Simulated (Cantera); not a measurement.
Feed: 1 mol Cr2O3, 9.5 mol H2, 40 mol N2, at 0.100 bar.

Method: chemical equilibrium by Gibbs-energy minimisation in Cantera with the NASA 1993 tables (ideal gas, pure condensed phases). Candidate condensed phases: Cr, CrN, Cr2N, Cr2O3, H2O; 29 gas species. Mutual solubility and eutectic melting of coexisting phases are not modelled. Kinetics and transport are ignored. All values below are at 1050 °C.

Base state: N2 0.808, H2 0.192, H2O 0.000103 (mole fractions); condensed: Cr2N(s) + Cr2O3(s).

Task: What changes in the equilibrium state with this change: Cr2O3 replaced by PbO?

Result: 
```tsv
species	before	after
N2	0.808	0.792
H2	0.192	0.168
H2O	0.000103	0.0198
Pb	0	0.0198
Cr2N(s), mol	0.00170	0
Cr2O3(s), mol	0.998	0
```
Further candidate phases: Pb, PbO, PbO2, Pb3O4.
